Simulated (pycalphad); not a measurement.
Source of the numbers: pycalphad with the COST 507 light-alloy database (1999); pressure 1 atm. The data set is of 1999 and partly superseded. Not assessed as a whole: an extrapolation from subsystems, which can miss ternary compounds. Phase fractions are per mole of atoms.

Problem. Give the equilibrium state of Al-7.744Sn-9.843Si (wt.%) at 427 °C.

Solution. 
```
T = 700.00 K, P = 101325 Pa, N = 1 mol of atoms
G = -24523 J/mol, H = 11057 J/mol, S = 50.83 J/(mol K)  (SER reference)
chemical potentials (J/mol): Al -24896, Sn -44860, Si -17484
phase             fraction      x(Al)      x(Sn)      x(Si)
FCC_A1              0.8808     0.9958   0.000703     0.0035
DIAMOND_A4          0.0979   2.92e-08   3.33e-07     1.0000
LIQUID              0.0213     0.1465     0.8533   0.000235
```

Problem. Give the equilibrium state of Al-7.744Sn-9.843Si (wt.%) at 227 °C.

Solution. fcc, fraction 0.880, with 0.02 Sn, 0.01 Si wt.%; diamond (Si), fraction 0.101, with <0.01 Sn, >99.99 Si wt.%; bct (Sn), fraction 0.019, with 99.78 Sn, no Si wt.%.

FCC_A1 is fcc; DIAMOND_A4 is diamond (Si). An entry "none" or "no" means that the model of the phase leaves that element out.
